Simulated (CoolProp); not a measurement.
Values from CoolProp's reference Helmholtz-energy equation of state, Guder 2009.

Problem. Give the vapour pressure (MPa), liquid cp (kJ/(kg K)), surface tension (mN/m) of saturated sulfur hexafluoride at 280.1 K.

Solution. 
```
T (K)  p (MPa)  liquid cp (kJ/(kg K))  surface tension (mN/m)
-----  -------  ---------------------  ----------------------
280.1     1.51                   1.09                    3.65
```

Surface tension comes from a separate correlation (Mulero 2012).
